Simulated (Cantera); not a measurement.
**Silicon carbide growth: CH3SiCl3 + H2**

Charge: 1 mol CH3SiCl3, 60 mol H2, held at 0.133 bar.

Equilibrium computed with Cantera from the NASA thermochemical tables; the gas is ideal and each condensed phase is pure. Candidate condensed phases: C, C6H6, C7H8, C8H18, Si, SiC; 109 gas species. The feed counts by its element totals alone. The tables' values for SiCl are old estimates; treat these amounts as uncertain. Gases not in the tables: Si2H6 and higher silanes. Equilibrium is a limit: real reactors are often held back by kinetics, nucleation or transport.

| T (K) | log p H2 | log p HCl | log p H | log p Si | log p C2H2 (acetylene) | n SiC(s) |
|---|---|---|---|---|---|---|
| 1550 | -0.90 | -2.20 | -4.95 | -9.25 | -6.25 | 0.991 |
| 1650 | -0.90 | -2.20 | -4.49 | -8.32 | -5.56 | 0.990 |
| 1750 | -0.90 | -2.20 | -4.08 | -7.41 | -5.10 | 0.987 |
| 1850 | -0.90 | -2.20 | -3.72 | -6.55 | -4.79 | 0.981 |
| 1950 | -0.90 | -2.21 | -3.39 | -5.77 | -4.56 | 0.971 |
| 2050 | -0.90 | -2.21 | -3.09 | -5.06 | -4.35 | 0.955 |
| 2150 | -0.90 | -2.22 | -2.83 | -4.43 | -4.12 | 0.924 |
| 2250 | -0.91 | -2.23 | -2.58 | -3.90 | -3.84 | 0.852 |
| 2350 | -0.91 | -2.24 | -2.36 | -3.44 | -3.54 | 0.675 |
log p: log10 of the partial pressure in bar; n: condensed amount in mol.

From 1550 K to 2350 K the condensed part is SiC(s). The main Si-bearing gas is SiCl2 at 1550 K and Si at 2350 K. The share of Si in condensed phases is highest at 1550 K (99.1 %) and lowest at 2350 K (67.5 %).
